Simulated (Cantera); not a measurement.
# Silicon etching in halogen gases: Si + Cl₂ + H₂ + NF₃

A closed system holds: 1 mol Si, 2.6 mol Cl₂, 0.12 mol H₂, 2.8 mol NF₃, at 1348 K.

Method: chemical equilibrium by Gibbs-energy minimisation in Cantera with the NASA 1993 tables (ideal gas, pure condensed phases). Candidate condensed phases: NH₄Cl, Si, Si₃N₄; 49 gas species. Kinetics and transport are ignored.

```tsv
P (Pa)	x ClF	x Cl	x F	x N₂	x SiF₄	x Cl₂	x HF
1	0.00943	0.420	0.342	0.118	0.0845	0.00502	0.0203
5.20	0.0420	0.377	0.327	0.124	0.0886	0.0210	0.0213
27	0.133	0.270	0.279	0.139	0.0991	0.0560	0.0238
140	0.270	0.147	0.200	0.158	0.113	0.0856	0.0271
720	0.391	0.0672	0.123	0.173	0.124	0.0924	0.0297
3700	0.473	0.0288	0.0677	0.182	0.130	0.0872	0.0312
19000	0.521	0.0122	0.0342	0.187	0.133	0.0805	0.0320
100000	0.546	0.00517	0.0161	0.189	0.135	0.0759	0.0324
```
x: gas mole fraction; nothing condenses.

From 1.00e-5 bar to 1.00 bar nothing is condensed. The main Si-bearing gas is SiF₄ throughout.
